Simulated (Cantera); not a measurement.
# Moist CO burnout

An isothermal, constant-pressure homogeneous reactor starts with 0.562 % CO, 0.828 % O2, 0.00986 % H2O, 98.6 % N2, equivalence ratio 0.34, at 1000 K and 0.200 bar.

Model: GRI-Mech 3.0 (53 species, 325 reactions), integrated in Cantera.

```json
[
 {"t (s)": "9.00e-5", "x CO": "0.00562", "x O2": "0.00828", "x H2O": "9.86e-5", "x NO2": "<1e-12", "x NO": "<1e-12", "x H": "<1e-12", "x H2": "<1e-12"},
 {"t (s)": "0.000206", "x CO": "0.00562", "x O2": "0.00828", "x H2O": "9.86e-5", "x NO2": "<1e-12", "x NO": "<1e-12", "x H": "<1e-12", "x H2": "<1e-12"},
 {"t (s)": "0.000473", "x CO": "0.00562", "x O2": "0.00828", "x H2O": "9.86e-5", "x NO2": "<1e-12", "x NO": "<1e-12", "x H": "<1e-12", "x H2": "<1e-12"},
 {"t (s)": "0.00109", "x CO": "0.00562", "x O2": "0.00828", "x H2O": "9.86e-5", "x NO2": "<1e-12", "x NO": "<1e-12", "x H": "<1e-12", "x H2": "<1e-12"},
 {"t (s)": "0.00249", "x CO": "0.00562", "x O2": "0.00828", "x H2O": "9.86e-5", "x NO2": "<1e-12", "x NO": "<1e-12", "x H": "<1e-12", "x H2": "<1e-12"},
 {"t (s)": "0.00571", "x CO": "0.00562", "x O2": "0.00828", "x H2O": "9.86e-5", "x NO2": "<1e-12", "x NO": "<1e-12", "x H": "<1e-12", "x H2": "<1e-12"},
 {"t (s)": "0.0131", "x CO": "0.00562", "x O2": "0.00828", "x H2O": "9.86e-5", "x NO2": "<1e-12", "x NO": "<1e-12", "x H": "<1e-12", "x H2": "<1e-12"},
 {"t (s)": "0.0300", "x CO": "0.00562", "x O2": "0.00828", "x H2O": "9.86e-5", "x NO2": "<1e-12", "x NO": "<1e-12", "x H": "1.58e-12", "x H2": "<1e-12"},
 {"t (s)": "0.0688", "x CO": "0.00562", "x O2": "0.00828", "x H2O": "9.86e-5", "x NO2": "<1e-12", "x NO": "<1e-12", "x H": "5.17e-12", "x H2": "<1e-12"},
 {"t (s)": "0.158", "x CO": "0.00562", "x O2": "0.00828", "x H2O": "9.86e-5", "x NO2": "<1e-12", "x NO": "<1e-12", "x H": "2.11e-11", "x H2": "<1e-12"},
 {"t (s)": "0.362", "x CO": "0.00562", "x O2": "0.00828", "x H2O": "9.86e-5", "x NO2": "<1e-12", "x NO": "<1e-12", "x H": "1.73e-10", "x H2": "1.22e-11"},
 {"t (s)": "0.829", "x CO": "0.00562", "x O2": "0.00828", "x H2O": "9.85e-5", "x NO2": "<1e-12", "x NO": "<1e-12", "x H": "4.35e-8", "x H2": "1.24e-8"},
 {"t (s)": "1.90", "x CO": "0.00240", "x O2": "0.00665", "x H2O": "9.27e-5", "x NO2": "6.72e-11", "x NO": "3.69e-8", "x H": "5.49e-6", "x H2": "2.37e-6"},
 {"t (s)": "4.36", "x CO": "0.000475", "x O2": "0.00572", "x H2O": "9.73e-5", "x NO2": "2.85e-10", "x NO": "6.87e-8", "x H": "6.62e-7", "x H2": "6.76e-7"},
 {"t (s)": "10.0", "x CO": "8.61e-5", "x O2": "0.00553", "x H2O": "9.85e-5", "x NO2": "9.13e-10", "x NO": "8.02e-8", "x H": "5.68e-8", "x H2": "1.19e-7"}
]
```
x: mole fraction; the columns are a selection and need not sum to one.

Equilibrium at this temperature and pressure: CO 1.04e-11, O2 0.00548, H2O 9.89e-5, NO2 2.21e-8, NO 5.70e-6, H <1e-12, H2 <1e-12 (gas phase only).
